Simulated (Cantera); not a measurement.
A closed system holds: 1 mol MgO, 3.5 mol HCl, 5 mol N2, equilibrated at 10000 Pa.

Cantera equilibrium calculation (NASA polynomials, part measured and part estimated; ideal gas, pure solids and liquids). Candidate condensed phases: H2O, Mg, MgCl2, MgO, Mg(OH)2, NH4Cl; 38 gas species. The numbers say what is thermodynamically allowed, not how fast it happens.

What share of the Mg ends up in condensed phases as a function of T (°C), at 950, 1025, 1100, 1175, 1250, 1325, 1400, 1475, 1550, 1625, 1700?


```csv
T (°C),Mg condensed (%),as
950,93.0,MgO(s)
1025,89.7,MgO(s)
1100,85.7,MgO(s)
1175,80.9,MgO(s)
1250,75.5,MgO(s)
1325,69.6,MgO(s)
1400,63.5,MgO(s)
1475,57.2,MgO(s)
1550,50.9,MgO(s)
1625,44.7,MgO(s)
1700,38.9,MgO(s)
```
